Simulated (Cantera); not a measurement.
Feed: 1 mol NH₃, 0.055 mol SO₂, 0.072 mol H₂, held at 210000 Torr.

Equilibrium computed with Cantera from the NASA thermochemical tables; the gas is ideal and each condensed phase is pure. Candidate condensed phases: H₂O, H₂SO₄, S; 35 gas species. The ideal-gas law is rough above about 30 bar. Rates play no part.

Q: At 2173 K, list the 4 most abundant gas species with their mole fractions, and the condensed phases.

A: H₂ 0.678, N₂ 0.241, H₂O 0.0531, H₂S 0.0260. Condensed: gas only.
